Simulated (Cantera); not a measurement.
A Cantera script and what it prints.

```python
import numpy as np
import cantera as ct

gas_names = """
    Cu CuF CuF2 Cu2 F F2 H HF H2 H2F2 H3F3 H4F4 H5F5 H6F6 H7F7 N NF NF2 NF3 NH NH2 NH3 N2 N2H2 N2H4
""".split()
cond_names = """
    Cu(cr) Cu(L) CuF2(s) CuF2(L)
""".split()


def load(file, names, dense=False):
    # The tables refer to 1 bar. Condensed volumes are neglected.
    table = {s.name: s for s in ct.Species.list_from_file(file)}
    out = []
    for n in names:
        d = dict(table[n].input_data)
        d["thermo"] = dict(d["thermo"], **{"reference-pressure": 1e5})
        if dense:
            d["equation-of-state"] = {"model": "constant-volume", "density": "1e6 g/cm^3"}
        out.append(ct.Species.from_dict(d))
    return out


gas = ct.Solution(thermo="ideal-gas", species=load("nasa_gas.yaml", gas_names))
cond = {s.name: ct.Solution(thermo="fixed-stoichiometry", species=[s], name=s.name)
        for s in load("nasa_condensed.yaml", cond_names, dense=True)}
atoms = {
    'Cu': {'Cu': 1},
    'HF': {'H': 1, 'F': 1},
    'N2': {'N': 2},
}
top_T = {}  # K; cautious upper limits of use, not melting points


def equilibrate(T, P, feed):
    n = {}
    for name, mol in feed.items():
        for a, k in atoms[name].items():
            n[a] = n.get(a, 0.0) + k * mol
    gas.TPX = T, P, n
    mass = sum(n.values()) * gas.mean_molecular_weight
    gas.equilibrate("TP")
    valid = [c for c in cond.values() if c.min_temp <= T <= top_T.get(c.name, c.max_temp)]
    mix = ct.Mixture([(gas, mass / gas.mean_molecular_weight)] + [(c, 0.0) for c in valid])
    mix.T, mix.P = T, P
    mix.equilibrate("TP", solver="vcs", rtol=1e-11, max_steps=5000)
    return mix


results = []
feed = {'Cu': 1, 'HF': 2.1, 'N2': 24}  # mol
T = 1448  # K
P = 100000  # Pa
mix = equilibrate(T, P, feed)
results.append((T, P, feed, dict(zip(mix.species_names, mix.species_moles))))
x = sorted(zip(gas.X, gas.species_names), reverse=True)
print(f"T = {T:g} K  P = {P:g} Pa  gas = {mix.phase_moles(0):.4g} mol")
print("   x: " + "  ".join(f"{s} {v:.3e}" for v, s in x if v > 1e-06))
print("   condensed (mol): " + ("  ".join(f"{mix.phase(i).name} {mix.phase_moles(i):.4g}"
      for i in range(1, mix.n_phases) if mix.phase_moles(i) > 1e-12) or "none"))
```

Output:

```
T = 1448 K  P = 100000 Pa  gas = 26.1 mol
   x: N2 9.195e-01  HF 8.038e-02  CuF 8.082e-05  H2 4.047e-05  Cu 3.317e-06
   condensed (mol): Cu(L) 0.9978
```

Cantera equilibrium calculation (NASA polynomials, part measured and part estimated; ideal gas, pure solids and liquids).
